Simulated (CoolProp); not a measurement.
Vapour pressure (MPa) of R142b: the reference equation beside estimates from Tc = 410.3 K, pc = 4.055 MPa, ω = 0.232. Clausius-Clapeyron is anchored at 207.9 K with a constant enthalpy of vaporisation of 25.40 kJ/mol.

Model: reference Helmholtz-energy equation of state, Lemmon 2006, in CoolProp. It is a short technical equation, of lower accuracy than the large ones.

```tsv
T (K)	reference	Clausius-Clapeyron	van der Waals	Redlich-Kwong	Soave-Redlich-Kwong	Peng-Robinson
207.9	0.004967	0.004967	0.1233	0.01101	0.004897	0.005248
212.6	0.006876	0.006873	0.1430	0.01483	0.006777	0.007207
217.2	0.009302	0.009317	0.1643	0.01955	0.009168	0.009682
221.9	0.01248	0.01255	0.1883	0.02554	0.01230	0.01290
226.6	0.01650	0.01670	0.2147	0.03291	0.01627	0.01697
231.3	0.02153	0.02196	0.2436	0.04185	0.02124	0.02203
236	0.02774	0.02857	0.2750	0.05259	0.02739	0.02826
240.7	0.03533	0.03678	0.3091	0.06535	0.03492	0.03585
245.4	0.04452	0.04690	0.3460	0.08038	0.04404	0.04502
250.1	0.05553	0.05926	0.3858	0.09792	0.05498	0.05599
254.8	0.06861	0.07424	0.4287	0.1182	0.06800	0.06899
259.5	0.08402	0.09225	0.4746	0.1416	0.08337	0.08430
264.2	0.1020	0.1137	0.5237	0.1682	0.1014	0.1022
```

Absolute difference from the reference over all 13 rows, mean and median: Clausius-Clapeyron 4.0 and 3.0 %, van der Waals 1077.8 and 891.3 %, Redlich-Kwong 91.0 and 89.6 %, Soave-Redlich-Kwong 1.2 and 1.3 %, Peng-Robinson 2.3 and 1.9 %.
